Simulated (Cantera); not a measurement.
Predominance diagram of Ta at 1825 K against the partial pressures of O₂ and CO (log10, bar). Cantera with NASA thermochemical tables; ideal gases at 1 bar, condensed phases pure. Candidates: Ta(s), TaC(s), Ta₂O₅(s). Only these pure phases compete in this equilibrium. TaC: taken at fixed stoichiometry. Not in the tables: Ta₂C.

```
log p(CO) \ log p(O₂)
        columns: -15, -14.2, -13.4, -12.6, -11.8, -11.1, -10.3, -9.5, -8.7, -7.9, -7.1, -6.3, -5.5, -4.7, -3.9, -3.2, -2.4, -1.6, -0.8, 0
      0  A A A A B B B B B B B B B C C C C C C C
   -0.9  A A A B B B B B B B B B B B B C C C C C
   -1.8  A A B B B B B B B B B B B B B B B B C C
   -2.7  A A B B B B B B B B B B B B B B B B B B
   -3.6  A B B B B B B B B B B B B B B B B B B B
   -4.5  D B B B B B B B B B B B B B B B B B B B
   -5.4  D B B B B B B B B B B B B B B B B B B B
   -6.3  D B B B B B B B B B B B B B B B B B B B
   -7.2  D B B B B B B B B B B B B B B B B B B B
   -8.1  D B B B B B B B B B B B B B B B B B B B
     -9  D B B B B B B B B B B B B B B B B B B B
```

A: TaC(s); B: Ta₂O₅(s); C: out of reach (another gas would pass 10 bar, or a non-metal would condense); D: Ta(s).
